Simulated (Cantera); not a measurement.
A jet of 1.75 % H2, 12.0 % O2, 86.2 % N2, equivalence ratio 0.073 at 300 K and 0.0290 bar hits a platinum plate 2.3 cm away at a mass flux of 0.17 kg/m²/s; the plate temperature is set and raised in steps from an oxygen-covered start.

Computed with Cantera and Deutschmann's 1995 Pt surface mechanism with GRI-Mech 3.0 gas chemistry. Catalytic surfaces can have several steady states; this one follows from the mechanism file's or the stated starting coverage.

One state of this run: wall x H2 = 0.00225; wall x O2 = 0.104; wall x H2O = 0.0284; wall x OH = 3.66e-7; θ free Pt = 0.410; θ O* = 0.589; θ OH* = 0.000652. x: mole fraction at the wall; θ: surface coverage.

Question: Which value of plate T (K) does it belong to?
(A) 900
(B) 750
(C) 1000
(D) 950

Answer: C, 1000
